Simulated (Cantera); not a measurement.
A Cantera script and what it prints.

```python
import numpy as np
import cantera as ct

gas_names = """
    C CO COS CO2 CS CS2 C2 C2O C3 C3O2 C4 C5 Mg MgO MgS Mg2 O O2 O3 S SO SO2 SO3 S2 S2O S8
""".split()
cond_names = """
    C(gr) Mg(cr) Mg(L) MgCO3(s) MgO(s) MgO(L) MgS(s) MgSO4(s) MgSO4(L) S(cr1) S(cr2) S(L)
""".split()


# ... load() reads the species with a 1 bar reference pressure and builds the phases ...
atoms = {
    'MgSO4': {'Mg': 1, 'S': 1, 'O': 4},
    'CO2': {'C': 1, 'O': 2},
    'O2': {'O': 2},
}
top_T = {'C(gr)': 4500, 'MgS(s)': 2250}  # K; cautious upper limits of use, not melting points


# ... equilibrate(T, P, feed) seeds the gas with the atoms and calls Mixture.equilibrate('TP', solver="vcs", rtol=1e-11, max_steps=5000) ...
results = []
feed = {'MgSO4': 1, 'CO2': 2, 'O2': 0.71}  # mol
P = 160  # Pa
for T in [925, 1000, 1075, 1150, 1225, 1300, 1375, 1450, 1525, 1600, 1675, 1750]:
    mix = equilibrate(T, P, feed)
    results.append((T, P, feed, dict(zip(mix.species_names, mix.species_moles))))
    x = sorted(zip(gas.X, gas.species_names), reverse=True)
    print(f"T = {T:g} K  P = {P:g} Pa  gas = {mix.phase_moles(0):.4g} mol")
    print("   x: " + "  ".join(f"{s} {v:.3e}" for v, s in x if v > 0.001))
    print("   condensed (mol): " + ("  ".join(f"{mix.phase(i).name} {mix.phase_moles(i):.4g}"
          for i in range(1, mix.n_phases) if mix.phase_moles(i) > 1e-12) or "none"))
```

It prints:

```
T = 925 K  P = 160 Pa  gas = 2.72 mol
   x: CO2 7.354e-01  O2 2.622e-01  SO2 2.196e-03
   condensed (mol): MgO(s) 0.006546  MgSO4(s) 0.9935
T = 1000 K  P = 160 Pa  gas = 3.116 mol
   x: CO2 6.418e-01  O2 2.702e-01  SO2 8.483e-02  SO3 3.186e-03
   condensed (mol): MgO(s) 0.2743  MgSO4(s) 0.7257
T = 1075 K  P = 160 Pa  gas = 4.202 mol
   x: CO2 4.760e-01  O2 2.860e-01  SO2 2.340e-01  SO3 3.990e-03
   condensed (mol): MgO(s) 1
T = 1150 K  P = 160 Pa  gas = 4.206 mol
   x: CO2 4.755e-01  O2 2.867e-01  SO2 2.358e-01  SO3 1.981e-03
   condensed (mol): MgO(s) 1
T = 1225 K  P = 160 Pa  gas = 4.208 mol
   x: CO2 4.753e-01  O2 2.870e-01  SO2 2.366e-01  SO3 1.070e-03
   condensed (mol): MgO(s) 1
T = 1300 K  P = 160 Pa  gas = 4.209 mol
   x: CO2 4.752e-01  O2 2.872e-01  SO2 2.370e-01
   condensed (mol): MgO(s) 1
T = 1375 K  P = 160 Pa  gas = 4.209 mol
   x: CO2 4.751e-01  O2 2.873e-01  SO2 2.372e-01
   condensed (mol): MgO(s) 1
T = 1450 K  P = 160 Pa  gas = 4.21 mol
   x: CO2 4.750e-01  O2 2.873e-01  SO2 2.373e-01
   condensed (mol): MgO(s) 1
T = 1525 K  P = 160 Pa  gas = 4.21 mol
   x: CO2 4.749e-01  O2 2.874e-01  SO2 2.373e-01
   condensed (mol): MgO(s) 1
T = 1600 K  P = 160 Pa  gas = 4.211 mol
   x: CO2 4.745e-01  O2 2.874e-01  SO2 2.373e-01
   condensed (mol): MgO(s) 1
T = 1675 K  P = 160 Pa  gas = 4.213 mol
   x: CO2 4.736e-01  O2 2.875e-01  SO2 2.372e-01  CO 1.129e-03
   condensed (mol): MgO(s) 1
T = 1750 K  P = 160 Pa  gas = 4.218 mol
   x: CO2 4.715e-01  O2 2.877e-01  SO2 2.369e-01  CO 2.654e-03  O 1.003e-03
   condensed (mol): MgO(s) 1
```

Cantera equilibrium calculation (NASA polynomials, part measured and part estimated; ideal gas, pure solids and liquids).
